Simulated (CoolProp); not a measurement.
Vapour pressure (MPa) of hexamethyldisiloxane (MM): the reference equation beside estimates from Tc = 518.7 K, pc = 1.931 MPa, ω = 0.418. Clausius-Clapeyron is anchored at 370.5 K with a constant enthalpy of vaporisation of 31.56 kJ/mol.

The numbers come from the reference Helmholtz-energy equation of state, Thol 2016 in CoolProp.

```
T (K)  reference  Clausius-Clapeyron  van der Waals  Redlich-Kwong  Soave-Redlich-Kwong
-----  ---------  ------------------  -------------  -------------  -------------------
345.4    0.04108             0.04387            [?]         0.1092              0.04087
351.7    0.05102                 [?]         0.3284         0.1283              0.05083
358      0.06278             0.06459         0.3601         0.1497              0.06265
364.3    0.07657                 [?]         0.3937            [?]              0.07655
370.5    0.09236             0.09236         0.4288         0.1998              0.09250
376.8     0.1109              0.1096         0.4664         0.2291               0.1113
383.1     0.1322              0.1294         0.5062         0.2614               0.1329
389.4        [?]              0.1519         0.5480         0.2967               0.1577
395.7     0.1842              0.1774         0.5920         0.3353                  [?]
402       0.2154              0.2061         0.6382            [?]               0.2178
```

What belongs in the gaps?


- 345.4, van der Waals: 0.2986
- 351.7, Clausius-Clapeyron: 0.05341
- 364.3, Clausius-Clapeyron: 0.07758
- 364.3, Redlich-Kwong: 0.1737
- 389.4, reference: 0.1565
- 395.7, Soave-Redlich-Kwong: 0.1859
- 402, Redlich-Kwong: 0.3773

Absolute difference from the reference over all 10 rows, mean and median: Clausius-Clapeyron 3.0 and 2.9 %, van der Waals 369.4 and 342.4 %, Redlich-Kwong 115.0 and 111.5 %, Soave-Redlich-Kwong 0.5 and 0.4 %.
